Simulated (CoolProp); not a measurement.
Aqueous calcium chloride as a coolant, 26 % by mass, freezing at -32.0 °C, 1 atm.

Computed with CoolProp (Melinder's fits for secondary coolants).

```
T (°C)  conductivity (W/(m K))  Prandtl number  cp (kJ/(kg K))  density (kg/m³)
------  ----------------------  --------------  --------------  ---------------
-25.1                    0.502            56.6           2.756             1257
-18                      0.513            42.1           2.780             1254
-10.9                    0.523            32.3           2.803             1252
-3.8                     0.533            25.5           2.825             1249
3.3                      0.543            20.7           2.846             1246
10.4                     0.553            17.1           2.866             1244
17.5                     0.563            14.4           2.885             1240
24.6                     0.573            12.2           2.903             1237
31.7                     0.583            10.5           2.920             1233
```
